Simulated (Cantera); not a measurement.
What does this Cantera script print?

```python
import numpy as np
import cantera as ct

gas = ct.Solution("gri30.yaml")
gas.TPX = 1150, 26000, {'H2': 1.1, 'O2': 1, 'N2': 11}
inlet = ct.Reservoir(gas, clone=True)

reactor = ct.IdealGasConstPressureReactor(gas, energy="off", clone=False)
exhaust = ct.Reservoir(gas, clone=True)
tau = [1.2, 0.33, 0.094, 0.026, 0.0074, 0.0021, 0.00059][0]
for a, b in ((inlet, reactor), (reactor, exhaust)):
    ct.MassFlowController(a, b, mdot=lambda t: reactor.mass / tau)
net = ct.ReactorNet([reactor])
show = ['H2', 'O2', 'H2O2', 'NO2', 'NO', 'O']

rows = []
print(f"{'tau/s':>10s}{'T/K':>9s}" + "".join(f"{s:>11s}" for s in show))
for tau in [1.2, 0.33, 0.094, 0.026, 0.0074, 0.0021, 0.00059]:
    net.initial_time = 0.0
    net.advance(30 * tau)
    before = gas.X
    net.advance(40 * tau)
    drift = np.max(np.abs(gas.X - before) / (gas.X + 1e-9))
    rows.append([gas.T, *gas[show].X, drift])
    print(f"{tau:10.3e}{gas.T:9.1f}" + "".join(f"{x:11.3e}" for x in gas[show].X))
```

Output:

```
     tau/s      T/K         H2         O2       H2O2        NO2         NO          O
 1.200e+00   1150.0  1.589e-04  3.588e-02  3.625e-07  5.685e-10  1.524e-07  4.252e-05
 3.300e-01   1150.0  3.666e-04  3.594e-02  5.534e-07  3.500e-10  1.942e-07  1.016e-04
 9.400e-02   1150.0  8.072e-04  3.608e-02  7.506e-07  2.809e-10  3.488e-07  2.321e-04
 2.600e-02   1150.0  1.761e-03  3.645e-02  9.064e-07  2.450e-10  7.075e-07  5.233e-04
 7.400e-03   1150.0  3.668e-03  3.733e-02  9.633e-07  2.183e-10  1.340e-06  1.110e-03
 2.100e-03   1150.0  7.371e-03  3.936e-02  9.229e-07  1.862e-10  2.109e-06  2.191e-03
 5.900e-04   1150.0  1.428e-02  4.353e-02  8.390e-07  1.266e-10  2.227e-06  3.724e-03
```

Detailed kinetics in Cantera: GRI-Mech 3.0 (53 species, 325 reactions). The temperature is held fixed by assumption; the heat of reaction is taken as removed at once.
